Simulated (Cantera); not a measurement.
Charge: 1 mol NiS, a varied amount of H2, at 898 K and 0.950 bar.

Method: chemical equilibrium by Gibbs-energy minimisation in Cantera with the NASA 1993 tables (ideal gas, pure condensed phases). Candidate condensed phases: Ni, NiS, NiS2, Ni3S2, Ni3S4, S; 9 gas species. The numbers say what is thermodynamically allowed, not how fast it happens.

Problem. Which condensed phases are stable at each of these points (n(H2) (mol)): 0.33, 0.71, 1.5, 3.3, 7, 15, 32, 68, 140, 310, 660?

Solution. 
| n(H2) (mol) | condensed phases | Ni condensed (%) |
|---|---|---|
| 0.33 | NiS(s) + Ni3S2(s) | 100.0 |
| 0.71 | Ni3S2(s) | 100.0 |
| 1.5 | Ni3S2(s) | 100.0 |
| 3.3 | Ni3S2(s) | 100.0 |
| 7 | Ni3S2(s) | 100.0 |
| 15 | Ni3S2(s) | 100.0 |
| 32 | Ni3S2(s) | 100.0 |
| 68 | Ni3S2(s) | 100.0 |
| 140 | Ni3S2(s) | 100.0 |
| 310 | Ni(s) + Ni3S2(s) | 100.0 |
| 660 | Ni(s) | 100.0 |

At 0.33 mol H2 the condensed part is NiS(s) + Ni3S2(s). From 0.71 mol H2 to 140 mol H2 the condensed part is Ni3S2(s). At 310 mol H2 the condensed part is Ni(s) + Ni3S2(s). At 660 mol H2 the condensed part is Ni(s).
